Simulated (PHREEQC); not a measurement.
1 kg of water holding 0.012 mol KCl, 0.025 mol Na2SO4, 0.21 mol NaCl, 0.48 mol Na2CO3 and 0.0037 mol Na2B4O7 is evaporated at 25 °C; the solids stay in contact with the brine. The system is closed to CO2. The run lets Arcanite, Burkeite, Glaserite, Halite, Kalicinite, Mirabilite, Misenite, Nahcolite, Natron, Sylvite, Thenardite, Trona, Borax, Boric_acid,s, KB5O8:4H2O, K2B4O7:4H2O, NaBO2:4H2O, NaB5O8:5H2O, Teepleite precipitate or redissolve, and no other solid.

The series has 13 steps of water left (kg), from 1 to 0.03258.

Model: Pitzer model, pitzer.dat, run in PHREEQC.

Task: Which solids form, in which order, and at which step of the series does each first stand?

Result: Natron from water left = 0.1586 kg (pH 11.10); Burkeite from water left = 0.07315 kg (pH 11.43); Trona from water left = 0.07315 kg (pH 11.43); Halite from water left = 0.03258 kg (pH 11.65).
